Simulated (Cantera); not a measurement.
Input: 1 mol Si3N4, 0.17 mol C, 0.78 mol N2, held at 1 atm.

These are equilibrium values from Cantera (NASA tables, ideal gas, pure condensed phases), not measurements of a reactor. Candidate condensed phases: C, Si, SiC, Si3N4; 32 gas species. Ions and electrons are included (thermal ionisation). Kinetics and transport are ignored.

Which condensed phases are stable at each of these points (T (K)): 3000, 3250, 3500, 3750, 4000, 4250, 4500, 4750, 5000?


| T (K) | condensed phases | Si condensed (%) |
|---|---|---|
| 3000 | Si(l) | 78.9 |
| 3250 | Si(l) | 25.8 |
| 3500 | gas only | 0.0 |
| 3750 | gas only | 0.0 |
| 4000 | gas only | 0.0 |
| 4250 | gas only | 0.0 |
| 4500 | gas only | 0.0 |
| 4750 | gas only | 0.0 |
| 5000 | gas only | 0.0 |

From 3000 K to 3250 K the condensed part is Si(l). From 3500 K to 5000 K nothing is condensed.
